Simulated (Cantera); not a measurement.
A diamond (100) surface in a fixed gas of H2 with x(CH4) = 0.0021, x(H) = 0.00053, x(CH3) = 1.6e-05, 11000 Pa; coverages are run to steady state.

Cantera simulation using the Harris–Goodwin 1993 mechanism for the reconstructed diamond (100) surface; the numbers are that mechanism's predictions, not measurements.

One state of this run: growth (µm/h) = 0.690; θ c6HH = 0.559; θ c6H* = 0.0222; θ c6*H = 0.397; θ c6** = 0.0108; θ c6HM = 0.00796. θ: site fractions in the mechanism's names (c6HH fully hydrogenated, c6H* and c6*H radical sites, c6** diradical, c6HM methylated).

Task: Which value of T (K) does it belong to?
(A) 1050
(B) 1000
(C) 1350
(D) 1200

Result: A, 1050
